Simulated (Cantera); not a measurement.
An isothermal, constant-pressure homogeneous reactor starts with C2H6 : N2 = 1 : 2.9 (molar parts), at 1900 K and 15000 Pa. Integrator tolerance rtol = 1e-08.

Computed with Cantera and GRI-Mech 3.0 (53 species, 325 reactions). GRI-Mech 3.0 stops at C3 and has no aromatics, soot or wall deposition, so with more carbon than oxygen in the feed, carbon stays in small species such as C2H2 where larger ones or solid carbon would form.

```
quantity                                             before                                      after
----------------  -----------------------------------------  -----------------------------------------
x(C2H6) at 100 s    4.07e-9 (gas-phase equilibrium 2.48e-9)  6.23e-11 (gas-phase equilibrium 2.17e-11)
x(CH4) at 100 s   0.000343 (gas-phase equilibrium 0.000268)    2.08e-5 (gas-phase equilibrium 1.30e-5)
x(C2H2) at 100 s        0.168 (gas-phase equilibrium 0.102)      0.0449 (gas-phase equilibrium 0.0124)
x(CH3) at 100 s     2.43e-5 (gas-phase equilibrium 1.90e-5)    2.85e-6 (gas-phase equilibrium 1.78e-6)
x(C2H4) at 100 s   0.000103 (gas-phase equilibrium 6.21e-5)    7.36e-6 (gas-phase equilibrium 2.03e-6)
x(H) at 100 s       0.00120 (gas-phase equilibrium 0.00120)  0.000621 (gas-phase equilibrium 0.000621)
x(HCN) at 100 s       0.00144 (gas-phase equilibrium 0.135)    0.000946 (gas-phase equilibrium 0.0661)
```

Task: Name the change that produced these shifts.
A) temperature 1900 to 1125 K
B) temperature 1900 to 1475 K
C) temperature 1900 to 1748 K
D) N2 2.9 to 19 parts

Result: D, N2 2.9 to 19 parts
